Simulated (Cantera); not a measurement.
NO annealing gas

An isothermal, constant-pressure homogeneous reactor starts with NO : N2 = 1 : 8.7 (molar parts), at 2123 K and 100.0 Torr.

Cantera simulation using GRI-Mech 3.0 (53 species, 325 reactions); the numbers are that mechanism's predictions, not measurements.

| t (s) | x NO | x N2 | x O | x O2 | x N2O |
|---|---|---|---|---|---|
| 6.00e-5 | 0.103 | 0.897 | 2.33e-7 | 2.54e-10 | 2.24e-7 |
| 0.000160 | 0.103 | 0.897 | 6.41e-7 | 1.85e-9 | 5.79e-7 |
| 0.000429 | 0.103 | 0.897 | 1.84e-6 | 1.39e-8 | 1.41e-6 |
| 0.00115 | 0.103 | 0.897 | 5.64e-6 | 1.11e-7 | 3.00e-6 |
| 0.00307 | 0.103 | 0.897 | 1.81e-5 | 9.57e-7 | 4.77e-6 |
| 0.00820 | 0.103 | 0.897 | 5.45e-5 | 8.35e-6 | 5.33e-6 |
| 0.0219 | 0.103 | 0.897 | 0.000135 | 6.72e-5 | 5.23e-6 |
| 0.0587 | 0.102 | 0.897 | 0.000226 | 0.000411 | 5.04e-6 |
| 0.157 | 0.0995 | 0.899 | 0.000282 | 0.00163 | 4.75e-6 |
| 0.420 | 0.0919 | 0.902 | 0.000391 | 0.00538 | 3.97e-6 |
| 1.12 | 0.0692 | 0.914 | 0.000608 | 0.0166 | 2.19e-6 |
| 3.00 | 0.0267 | 0.935 | 0.000879 | 0.0377 | 3.97e-7 |
x: mole fraction; the columns are a selection and need not sum to one.

Equilibrium at this temperature and pressure: NO 0.00555, N2 0.945, O 0.000986, O2 0.0483, N2O 1.24e-7 (gas phase only).
